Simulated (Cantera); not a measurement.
Gas mixture: C3H8 : CO2 = 0.38 : 0.53 (molar parts), at 58.5 Torr, frozen composition.

Cantera's kinetic-theory transport with the Lennard-Jones parameters of GRI-Mech 3.0, ideal gas; thermal conductivity in the multicomponent form. The composition is frozen, though it would react at the higher temperatures.

One state of this run: ρ (kg/m³) = 0.0359; cp (J/kg/K) = 2493; μ (µPa s) = 35.2; λ (mW/m/K) = 108; Pr = 0.815; D (cm²/s) O = 28.7; D (cm²/s) NH3 = 22.2; D (cm²/s) NO = 18.2. D: mixture-averaged diffusion coefficient of that species in the mixture.

Question: Which value of T (K) does it belong to?
A) 400
B) 550
C) 1150
D) 700

Answer: C, 1150
